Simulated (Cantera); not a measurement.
Moist CO burnout

An isothermal, constant-pressure homogeneous reactor starts with 0.173 % CO, 2.30 % O2, 1.54 % H2O, 96.0 % N2, equivalence ratio 0.037, at 1048 K and 0.651 atm.

Detailed kinetics in Cantera: GRI-Mech 3.0 (53 species, 325 reactions).

```
t (s)         x CO    x O2   x H2O     x NO2      x NO
--------  --------  ------  ------  --------  --------
0.000100   0.00173  0.0230  0.0154    <1e-12    <1e-12
0.000335   0.00173  0.0230  0.0154    <1e-12    <1e-12
0.00112    0.00173  0.0230  0.0154    <1e-12    <1e-12
0.00376    0.00173  0.0230  0.0154    <1e-12    <1e-12
0.0126     0.00173  0.0230  0.0154    <1e-12    <1e-12
0.0422     0.00117  0.0228  0.0153  6.38e-12  1.91e-10
0.141     0.000320  0.0223  0.0154  3.91e-11  4.93e-10
0.474      3.77e-5  0.0222  0.0154  8.86e-11  6.12e-10
1.59       2.31e-6  0.0222  0.0154  6.05e-11  6.93e-10
5.32       1.04e-7  0.0222  0.0154  1.69e-11  7.51e-10
17.8       2.15e-9  0.0222  0.0154  5.57e-12  7.68e-10
59.7      6.92e-12  0.0222  0.0154  6.26e-12  7.72e-10
200       4.50e-12  0.0222  0.0154  7.23e-12  7.76e-10
```
x: mole fraction; the columns are a selection and need not sum to one.

Equilibrium at this temperature and pressure: CO 4.15e-12, O2 0.0222, H2O 0.0154, NO2 1.92e-7, NO 1.87e-5 (gas phase only).
